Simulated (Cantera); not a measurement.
An adiabatic, constant-pressure homogeneous reactor starts with CH4 : O2 : N2 = 1 : 1.54 : 5.78 (molar parts), at 1300 K and 1.01 bar.

Detailed kinetics in Cantera: GRI-Mech 3.0 (53 species, 325 reactions).

Task: Predict: time of steepest temperature rise; temperature at 9.00 s; equilibrium temperature; x(O2) at 9.00 s; x(O) at 9.00 s; x(NO2) at 9.00 s; x(HCN) at 9.00 s.

Result: 
```
Item                                                                 Value
---------------------------------  ---------------------------------------
time of steepest temperature rise                                  13.4 ms
temperature at 9.00 s                                               2669 K
equilibrium temperature                                             2669 K
x(O2) at 9.00 s                    0.00260 (gas-phase equilibrium 0.00260)
x(O) at 9.00 s                     0.00161 (gas-phase equilibrium 0.00161)
x(NO2) at 9.00 s                   2.58e-7 (gas-phase equilibrium 2.58e-7)
x(HCN) at 9.00 s                   6.14e-9 (gas-phase equilibrium 6.14e-9)
```
